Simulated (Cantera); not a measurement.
Mixture: CH4 : O2 : N2 = 1 : 1.82 : 6.84 (molar parts), at 1500 Torr, adiabatic and at constant pressure. Ignition delay is the time to a rise of 400 K.

Cantera simulation using GRI-Mech 3.0 (53 species, 325 reactions); the numbers are that mechanism's predictions, not measurements.

### Question
What does this change do: CH4 1 to 1.6 parts?

### Answer
```tsv
quantity	before	after
delay at 1198 K	26.7 ms	34.6 ms
delay at 1298 K	7.18 ms	9.26 ms
delay at 1398 K	2.17 ms	2.77 ms
delay at 1498 K	0.736 ms	0.912 ms
delay at 1598 K	0.283 ms	0.336 ms
delay at 1698 K	0.124 ms	0.141 ms
apparent activation energy between 1498 and 1698 K	190 kJ/mol	200 kJ/mol
```

### Question
What does this change do: pressure from 1500 Torr to 2100 Torr?

### Answer
```
quantity                                                before       after
--------------------------------------------------  ----------  ----------
delay at 1198 K                                        26.7 ms     19.4 ms
delay at 1298 K                                        7.18 ms     5.35 ms
delay at 1398 K                                        2.17 ms     1.65 ms
delay at 1498 K                                       0.736 ms    0.567 ms
delay at 1598 K                                       0.283 ms    0.218 ms
delay at 1698 K                                       0.124 ms     94.8 µs
apparent activation energy between 1498 and 1698 K  190 kJ/mol  190 kJ/mol
```
